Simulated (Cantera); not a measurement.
A diamond (100) surface in a fixed gas of H2 with x(CH4) = 0.0043, x(H) = 0.0015, x(CH3) = 0.00017, at 1250 K; coverages are run to steady state.

Cantera simulation using the Harris–Goodwin 1993 mechanism for the reconstructed diamond (100) surface; the numbers are that mechanism's predictions, not measurements.

One state of this run: growth (µm/h) = 1.82; θ c6HH = 0.429; θ c6H* = 0.0425; θ c6*H = 0.496; θ c6** = 0.0287; θ c6HM = 0.00142. θ: site fractions in the mechanism's names (c6HH fully hydrogenated, c6H* and c6*H radical sites, c6** diradical, c6HM methylated).

**Question.** Which value of P (Pa) does it belong to?
(A) 1100
(B) 2800
(C) 7400
(D) 12000

**Answer.** C, 7400
